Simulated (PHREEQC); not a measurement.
A solution holds 0.0275 mol Cu(BF4)2, 0.05 mol H2SO4 and 0.08 mol H3BO3 per kg of water, at 20 °C. Closed to the air; pH follows from the charge balance.

The numbers come from PHREEQC with the ion-association model, wateq4f.dat.

This is a speciation only: nothing precipitates in the calculation.

### Question
Predict the pH.

### Answer
pH 1.24.

### Question
In which forms is Cu present?

### Answer
Cu+2 76 %, CuSO4 24 % of the Cu.

Complexes and solids missing from the database can't appear. Real BF4- forms and hydrolyses slowly; the run takes it at equilibrium.
